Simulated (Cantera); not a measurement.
Thermodynamics of carbothermic reduction, feed Cu2O + C + N2

Input: 1 mol Cu2O, 1.9 mol C, 1.6 mol N2, held at 0.00133 bar.

Cantera equilibrium calculation (NASA polynomials, part measured and part estimated; ideal gas, pure solids and liquids). Candidate condensed phases: C, Cu, CuO, Cu2O; 27 gas species. Kinetics and transport are ignored.

From 1700 K to 1800 K the condensed part is C(graphite) + Cu(l). From 1850 K to 2300 K the condensed part is C(graphite). The main Cu-bearing gas is Cu throughout.

```csv
T (K),x N2,x Cu,x CO,x Cu2,n C(graphite),n Cu(l)
1700,0.542,0.119,0.339,0.000144,0.900,1.65
1750,0.477,0.224,0.298,0.000344,0.900,1.25
1800,0.365,0.406,0.228,0.000779,0.900,0.213
1850,0.348,0.434,0.218,0.000625,0.900,0
1900,0.348,0.434,0.217,0.000448,0.900,0
1950,0.348,0.434,0.217,0.000326,0.900,0
2000,0.348,0.434,0.217,0.000241,0.900,0
2050,0.348,0.434,0.217,0.000181,0.900,0
2100,0.348,0.435,0.217,0.000138,0.900,0
2150,0.348,0.435,0.217,0.000106,0.900,0
2200,0.348,0.435,0.217,8.27e-5,0.899,0
2250,0.348,0.435,0.217,6.51e-5,0.899,0
2300,0.348,0.435,0.217,5.18e-5,0.898,0
```
x: gas mole fraction; n: condensed amount in mol.
